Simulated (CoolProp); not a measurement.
R404A along the isobar 19.8 bar: fugacity coefficient from the reference equation and from simpler models built on Tc = 345.3 K, pc = 37.35 bar, ω = 0.293; each cubic takes its own stable root.

Computed with CoolProp (reference Helmholtz-energy equation of state, Lemmon 2003). It is a pseudo-pure fit of the blend.

```csv
T (K),phase,reference,van der Waals,Redlich-Kwong,Soave-Redlich-Kwong,Peng-Robinson
255.1,liquid,0.1594,0.4445,0.2445,0.1626,0.1593
266,liquid,0.2263,0.5244,0.3247,0.2324,0.2270
277,liquid,0.3101,0.6098,0.4183,0.3202,0.3121
287.9,liquid,0.4097,0.6981,0.5223,0.4246,[?]
298.9,liquid,0.5264,[?],0.6365,0.5462,[?]
342.7,gas,0.8084,0.8407,0.8204,0.8197,[?]
353.6,gas,0.8286,0.8526,0.8362,0.8384,0.8225
364.6,gas,0.8462,0.8635,0.8504,0.8552,0.8394
375.5,gas,0.8615,0.8732,0.8629,0.8699,0.8544
386.5,gas,0.8750,0.8821,0.8742,0.8831,0.8679
```

**Question.** What belongs in the gaps?

**Answer.** 
- 287.9, Peng-Robinson: 0.4132
- 298.9, van der Waals: 0.7758
- 298.9, Peng-Robinson: 0.5312
- 342.7, Peng-Robinson: 0.8036

At some of these states van der Waals gives the other phase, because its saturation line lies elsewhere.
